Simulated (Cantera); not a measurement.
A perfectly stirred reactor is fed with 89.3 % NO, 10.7 % N2, at 101000 Pa; it is held at 1875 K, and followed from long to short residence time.

Model: GRI-Mech 3.0 (53 species, 325 reactions), integrated in Cantera.

Problem. Predict: x(NO) at τ = 8.10 s; x(O) at τ = 8.10 s; x(N2) at τ = 8.10 s; x(O2) at τ = 8.10 s; x(NO2) at τ = 8.10 s; x(NO) at τ = 66.0 ms; x(O) at τ = 66.0 ms; x(N2) at τ = 66.0 ms; x(O2) at τ = 66.0 ms; x(NO2) at τ = 66.0 ms.

Solution. 
```json
{
 "x(NO) at τ = 8.10 s": "0.220",
 "x(O) at τ = 8.10 s": "0.000140",
 "x(N2) at τ = 8.10 s": "0.444",
 "x(O2) at τ = 8.10 s": "0.336",
 "x(NO2) at τ = 8.10 s": "0.000604",
 "x(NO) at τ = 66.0 ms": "0.847",
 "x(O) at τ = 66.0 ms": "4.60e-5",
 "x(N2) at τ = 66.0 ms": "0.130",
 "x(O2) at τ = 66.0 ms": "0.0223",
 "x(NO2) at τ = 66.0 ms": "0.000710"
}
```
